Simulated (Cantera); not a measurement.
# Equilibrium for silicon carbide growth: Si(CH3)4 + H2 + CH4

Charge: 1 mol Si(CH3)4, 69 mol H2, 0.73 mol CH4, equilibrated at 10.0 mbar.

Equilibrium computed with Cantera from the NASA thermochemical tables; the gas is ideal and each condensed phase is pure. Candidate condensed phases: C, C6H6, C7H8, C8H18, Si, SiC; 87 gas species. Gases not in the tables: Si2H6 and higher silanes. Rates play no part.

```
T (K)  log p H2  log p H  log p Si  log p C2H2 (acetylene)  log p SiC2  n C(graphite)  n SiC(s)
-----  --------  -------  --------  ----------------------  ----------  -------------  --------
2248      -2.04    -3.15     -4.14                   -4.52       -5.08           3.82     0.251
2273      -2.04    -3.10     -4.03                   -4.47       -4.93           3.93         0
2298      -2.05    -3.04     -4.02                   -4.42       -4.89           3.85         0
2323      -2.05    -2.99     -4.02                   -4.37       -4.85           3.76         0
2348      -2.06    -2.94     -4.02                   -4.32       -4.81           3.66         0
2373      -2.07    -2.89     -4.02                   -4.28       -4.78           3.54         0
2398      -2.08    -2.84     -4.03                   -4.24       -4.75           3.43         0
2423      -2.09    -2.79     -4.03                   -4.20       -4.72           3.30         0
2448      -2.10    -2.75     -4.04                   -4.16       -4.69           3.16         0
2473      -2.11    -2.70     -4.05                   -4.12       -4.67           3.01         0
2498      -2.12    -2.66     -4.06                   -4.09       -4.64           2.85         0
```
log p: log10 of the partial pressure in bar; n: condensed amount in mol.

At 2248 K the condensed part is C(graphite) + SiC(s). From 2273 K to 2498 K the condensed part is C(graphite). The main Si-bearing gas is Si throughout.
